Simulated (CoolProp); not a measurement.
A simple Rankine cycle with trans-2-butene: condensing at 313.15 K, boiler at 1.14 MPa, turbine inlet 361.3 K, turbine efficiency 0.8, pump efficiency 0.8, no recuperator. Each further row changes one setting.

Values from CoolProp's reference Helmholtz-energy equation of state, Lemmon 2005. It is a short technical equation, of lower accuracy than the large ones.

| case | thermal efficiency (%) | net work (kJ/kg) | heat in (kJ/kg) | turbine exit temperature (K) | volume ratio over the turbine |
|---|---|---|---|---|---|
| as stated | 8.8 | 37.4 | 423 | 324.6 | 3.24 |
| turbine inlet 381.3 K | 8.8 | 41.3 | 466 | 346.4 | 3.16 |
| condensing temperature 305.15 K | 10.2 | 45.2 | 442 | 318.2 | 4.07 |
| boiler pressure 0.798 MPa | 6.3 | 27.7 | 438 | 338.0 | 2.18 |
| turbine efficiency 0.7 | 7.7 | 32.5 | 423 | 327.3 | 3.27 |
